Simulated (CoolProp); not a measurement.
Vapour-liquid equilibrium of propylene (1) + dimethyl ether (2) at 256 K; x and y are mole fractions of (1).

The numbers come from the multi-fluid Helmholtz-energy mixture model, Lemmon 2013 and Wu 2011; pair parameters Bell 2016 in CoolProp.

```json
[
 {"x": "0.05", "bubble pressure (bar)": "1.532", "y at the bubble point": "0.130", "dew pressure at overall composition x (bar)": "1.446", "liquid density (mol/L)": "15.61"},
 {"x": "0.2", "bubble pressure (bar)": "1.910", "y at the bubble point": "0.400", "dew pressure at overall composition x (bar)": "1.617", "liquid density (mol/L)": "15.25"},
 {"x": "0.35", "bubble pressure (bar)": "2.244", "y at the bubble point": "0.573", "dew pressure at overall composition x (bar)": "1.828", "liquid density (mol/L)": "14.91"},
 {"x": "0.5", "bubble pressure (bar)": "2.542", "y at the bubble point": "0.698", "dew pressure at overall composition x (bar)": "2.092", "liquid density (mol/L)": "14.57"},
 {"x": "0.65", "bubble pressure (bar)": "2.811", "y at the bubble point": "0.797", "dew pressure at overall composition x (bar)": "2.423", "liquid density (mol/L)": "14.25"},
 {"x": "0.8", "bubble pressure (bar)": "3.061", "y at the bubble point": "0.886", "dew pressure at overall composition x (bar)": "2.819", "liquid density (mol/L)": "13.94"},
 {"x": "0.95", "bubble pressure (bar)": "3.297", "y at the bubble point": "0.971", "dew pressure at overall composition x (bar)": "3.241", "liquid density (mol/L)": "13.65"}
]
```

No azeotrope shows between x = 0.05 and 0.95.

Pair parameters are fitted to limited data, so mixtures are less certain than the pure fluids.
